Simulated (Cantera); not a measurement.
Catalytic combustion on Pt

An isothermal plug-flow reactor at 798 K and 500000 Pa (inlet), inlet velocity 0.82 m/s, active area per volume 1100 1/m; feed 0.742 % CO, 9.13 % O2, 90.1 % N2, equivalence ratio 0.041.

Detailed kinetics in Cantera: Deutschmann's 1995 Pt surface mechanism with GRI-Mech 3.0 gas chemistry. Catalytic surfaces can have several steady states; this one follows from the mechanism file's or the stated starting coverage. Mass transfer to the wall is taken as infinitely fast.

```json
[
 {"z (m)": "5.4e-05", "x CO": "0.00480", "x O2": "0.0901", "x H2O": "<1e-12", "x CO2": "0.00263", "θ free Pt": "0.0658", "θ O*": "0.919", "θ CO*": "0.0150"},
 {"z (m)": "9.6e-05", "x CO": "0.00453", "x O2": "0.0900", "x H2O": "<1e-12", "x CO2": "0.00289", "θ free Pt": "0.0498", "θ O*": "0.942", "θ CO*": "0.00791"},
 {"z (m)": "0.00017", "x CO": "0.00425", "x O2": "0.0898", "x H2O": "<1e-12", "x CO2": "0.00318", "θ free Pt": "0.0417", "θ O*": "0.953", "θ CO*": "0.00514"},
 {"z (m)": "0.0003", "x CO": "0.00391", "x O2": "0.0897", "x H2O": "<1e-12", "x CO2": "0.00351", "θ free Pt": "0.0360", "θ O*": "0.960", "θ CO*": "0.00351"},
 {"z (m)": "0.00054", "x CO": "0.00349", "x O2": "0.0895", "x H2O": "<1e-12", "x CO2": "0.00394", "θ free Pt": "0.0315", "θ O*": "0.966", "θ CO*": "0.00237"},
 {"z (m)": "0.00096", "x CO": "0.00298", "x O2": "0.0893", "x H2O": "<1e-12", "x CO2": "0.00445", "θ free Pt": "0.0279", "θ O*": "0.971", "θ CO*": "0.00159"},
 {"z (m)": "0.0017", "x CO": "0.00239", "x O2": "0.0890", "x H2O": "<1e-12", "x CO2": "0.00504", "θ free Pt": "0.0250", "θ O*": "0.974", "θ CO*": "0.00102"},
 {"z (m)": "0.003", "x CO": "0.00175", "x O2": "0.0887", "x H2O": "<1e-12", "x CO2": "0.00569", "θ free Pt": "0.0227", "θ O*": "0.977", "θ CO*": "0.000613"},
 {"z (m)": "0.0054", "x CO": "0.00108", "x O2": "0.0884", "x H2O": "<1e-12", "x CO2": "0.00636", "θ free Pt": "0.0209", "θ O*": "0.979", "θ CO*": "0.000319"}
]
```
x: gas mole fraction; θ: surface coverage.
